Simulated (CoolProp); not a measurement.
R1234yf at several states: fugacity coefficient from the reference equation and from simpler models built on Tc = 367.8 K, pc = 3.384 MPa, ω = 0.276; each cubic takes its own stable root.

Computed with CoolProp (reference Helmholtz-energy equation of state, Lemmon 2022).

| T (K) | p (MPa) | phase | reference |
|---|---|---|---|
| 342.7 | 4.55 | liquid | 0.3650 |
| 201.7 | 11 | liquid | 0.001559 |
| 215.5 | 10.6 | liquid | 0.003699 |
| 366.4 | 0.047 | gas | 0.9950 |

Task: How far does each simpler model (van der Waals, Redlich-Kwong, Soave-Redlich-Kwong, Peng-Robinson) lie from the reference over these 4 states: mean and median of the absolute difference, and the worst?

Result: 
- van der Waals: mean 870.7 %, median 644.4 %, worst +2193.8 % at 201.7 K and 11 MPa
- Redlich-Kwong: mean 79.3 %, median 74.1 %, worst +169.1 % at 201.7 K and 11 MPa
- Soave-Redlich-Kwong: mean 3.3 %, median 4.3 %, worst +4.7 % at 342.7 K and 4.55 MPa
- Peng-Robinson: mean 0.8 %, median 0.6 %, worst +2.1 % at 201.7 K and 11 MPa
